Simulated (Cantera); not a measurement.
Input (Python, Cantera):

```python
import numpy as np
import cantera as ct

gas = ct.Solution("gri30.yaml")
gas.TPX = 323, 110000, {'CH4': 1, 'O2': 4.17, 'N2': 15.7}
inlet = ct.Reservoir(gas, clone=True)
gas.equilibrate("HP")  # start burning
reactor = ct.IdealGasConstPressureReactor(gas, energy="on", clone=False)
exhaust = ct.Reservoir(gas, clone=True)
tau = [0.023, 0.011, 0.0052, 0.0025, 0.0012, 0.00058, 0.00028, 0.00013, 6.3e-05, 3e-05][0]
for a, b in ((inlet, reactor), (reactor, exhaust)):
    ct.MassFlowController(a, b, mdot=lambda t: reactor.mass / tau)
net = ct.ReactorNet([reactor])
show = ['CH4', 'O2', 'C2H2', 'NO2', 'H2O2', 'OH']

rows = []
print(f"{'tau/s':>10s}{'T/K':>9s}" + "".join(f"{s:>11s}" for s in show))
for tau in [0.023, 0.011, 0.0052, 0.0025, 0.0012, 0.00058, 0.00028, 0.00013, 6.3e-05, 3e-05]:
    net.initial_time = 0.0
    net.advance(30 * tau)
    before = gas.X
    net.advance(40 * tau)
    drift = np.max(np.abs(gas.X - before) / (gas.X + 1e-9))
    rows.append([gas.T, *gas[show].X, drift])
    print(f"{tau:10.3e}{gas.T:9.1f}" + "".join(f"{x:11.3e}" for x in gas[show].X))
```

Result:

```
     tau/s      T/K        CH4         O2       C2H2        NO2       H2O2         OH
 2.300e-02   1444.2  9.799e-05  1.046e-01  8.979e-09  8.304e-09  3.402e-07  5.171e-04
 1.100e-02   1434.4  1.656e-04  1.051e-01  1.150e-08  5.572e-09  4.776e-07  6.136e-04
 5.200e-03   1416.5  2.986e-04  1.061e-01  1.588e-08  3.664e-09  6.923e-07  6.926e-04
 2.500e-03   1378.0  6.506e-04  1.085e-01  3.260e-08  2.305e-09  1.136e-06  6.540e-04
 1.200e-03    323.0  4.792e-02  1.998e-01 -1.103e-20 -3.008e-21 -6.570e-19 -5.031e-29
 5.800e-04    323.0  4.792e-02  1.998e-01 -6.959e-24 -1.898e-24 -4.144e-22 -8.154e-33
 2.800e-04    323.0  4.792e-02  1.998e-01 -4.396e-25 -1.199e-25 -2.618e-23 -5.340e-34
 1.300e-04    323.0  4.792e-02  1.998e-01 -2.777e-26 -7.572e-27 -1.654e-24 -3.920e-35
 6.300e-05    323.0  4.792e-02  1.998e-01 -1.754e-27 -4.783e-28 -1.045e-25 -1.929e-36
 3.000e-05    323.0  4.792e-02  1.998e-01 -1.108e-28 -3.021e-29 -6.598e-27 -1.361e-37
```

Detailed kinetics in Cantera: GRI-Mech 3.0 (53 species, 325 reactions).
